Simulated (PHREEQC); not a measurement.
Synthetic water in mg/kgw, 60 °C, pH 6.18, pe 11.3:

```csv
constituent,mg/kgw
Na,0.0135
K,0.0241
Ca,0.018
Mg,0.000239
Cl,0.0111
S(6) as SO4,0.0358
Alkalinity as HCO3,0.068
Li,2.63e-06
Cu(2),0.00117
Ni,5.85e-05
```

Valence states are taken as typed.

Model: ion-association model, wateq4f.dat, run in PHREEQC.

No solid was allowed to form.

Task: Order these Cu species by the share of Cu that they hold, largest first: Cu(OH)2, Cu+2, CuOH+.

Result: Cu+2 (94 %), Cu(OH)2 (4.5 %), CuOH+ (1.4 %)

The pH is 6.18 and the ionic strength 3.68e-6 mol/kgw. Constants without temperature data keep their 25 °C values here.
